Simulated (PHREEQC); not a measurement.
Acid rinse or clean (model solution)

Dissolve 0.11 mol H2SO4 and 0.16 mol CuCl2 per kg of water at 55 °C. Closed to the air; pH follows from the charge balance.

Model: ion-association model, wateq4f.dat, run in PHREEQC.

Precipitation was switched off in this run.

Task: What pH, ionic strength, activity of water does the model give?

Result: pH 0.99; ionic strength 0.471 mol/kgw; activity of water 0.989.

Task: In which forms is Cl present?

Result: Cl- 81 %, CuCl+ 17 %, CuCl2 2.3 % of the Cl.

Complexes and solids missing from the database can't appear. Constants without temperature data keep their 25 °C values here.
